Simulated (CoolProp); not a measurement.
A single-stage vapour-compression cycle with C3F8 (R218): evaporating at 210.15 K (dew point), condensing at 257.15 K (bubble point), superheat 10 K, subcooling 8 K, compressor efficiency 0.8, no pressure losses. Each further row changes one setting.

Model: reference Helmholtz-energy equation of state, Lemmon 2006, in CoolProp. It is a short technical equation, of lower accuracy than the large ones.

```json
[
 {"case": "as stated", "cooling COP": "2.99", "pressure ratio": "9.17", "discharge temperature (K)": "264.7", "refrigerating effect (kJ/kg)": "83.2", "volumetric capacity (kJ/m³)": "225"},
 {"case": "evaporating temperature 215.15 K", "cooling COP": "?", "pressure ratio": "6.86", "discharge temperature (K)": "264.2", "refrigerating effect (kJ/kg)": "86.3", "volumetric capacity (kJ/m³)": "307"},
 {"case": "condensing temperature 252.15 K", "cooling COP": "3.47", "pressure ratio": "7.58", "discharge temperature (K)": "?", "refrigerating effect (kJ/kg)": "88.2", "volumetric capacity (kJ/m³)": "239"},
 {"case": "subcooling 13 K", "cooling COP": "3.17", "pressure ratio": "9.17", "discharge temperature (K)": "264.7", "refrigerating effect (kJ/kg)": "88.2", "volumetric capacity (kJ/m³)": "239"},
 {"case": "superheat 20 K", "cooling COP": "?", "pressure ratio": "9.17", "discharge temperature (K)": "?", "refrigerating effect (kJ/kg)": "89.9", "volumetric capacity (kJ/m³)": "?"},
 {"case": "compressor efficiency 0.7", "cooling COP": "2.61", "pressure ratio": "9.17", "discharge temperature (K)": "269.7", "refrigerating effect (kJ/kg)": "83.2", "volumetric capacity (kJ/m³)": "225"}
]
```

Complete the blanks.


- evaporating temperature 215.15 K, cooling COP: 3.54
- condensing temperature 252.15 K, discharge temperature (K): 260.6
- superheat 20 K, cooling COP: 3.07
- superheat 20 K, discharge temperature (K): 275.0
- superheat 20 K, volumetric capacity (kJ/m³): 232
